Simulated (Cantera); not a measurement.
Gas mixture: O₂ = 0.84 (molar parts), at 19000 Pa, frozen composition.

Cantera's kinetic-theory transport with the Lennard-Jones parameters of GRI-Mech 3.0, ideal gas; thermal conductivity in the multicomponent form.

One state of this run: ρ (kg/m³) = 0.0812; cp (J/kg/K) = 1074; μ (µPa s) = 44.7; λ (mW/m/K) = 67.7; Pr = 0.709; D (cm²/s) CH₄ = 8.05; D (cm²/s) H₂O = 9.40; D (cm²/s) C₂H₂ = 6.09. D: mixture-averaged diffusion coefficient of that species in the mixture.

Which value of T (K) does it belong to?
A) 400
B) 1650
C) 650
D) 900

D, 900
